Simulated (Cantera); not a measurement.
## Equilibrium for carbothermic reduction: MgO + CO + C

A closed system holds: 1 mol MgO, 14 mol CO, 1.1 mol C, at 1 atm.

These are equilibrium values from Cantera (NASA tables, ideal gas, pure condensed phases), not measurements of a reactor. Candidate condensed phases: C, Mg, MgCO₃, MgO; 15 gas species. Rates play no part.

```
T (°C)    x CO    x CO₂  n C(graphite)  n MgO(s)
------  ------  -------  -------------  --------
527     0.0951    0.905           7.75      1.00
577      0.192    0.808           7.36      1.00
627      0.341    0.659           6.66      1.00
677      0.528    0.472           5.59      1.00
727      0.710    0.290           4.25      1.00
777      0.845    0.155           2.98      1.00
827      0.924   0.0763           2.09      1.00
877      0.963   0.0371           1.60      1.00
927      0.982   0.0184           1.35      1.00
977      0.990  0.00957           1.23      1.00
1027     0.995  0.00519           1.17      1.00
```
x: gas mole fraction; n: condensed amount in mol.

From 527 °C to 1027 °C the condensed part is C(graphite) + MgO(s).
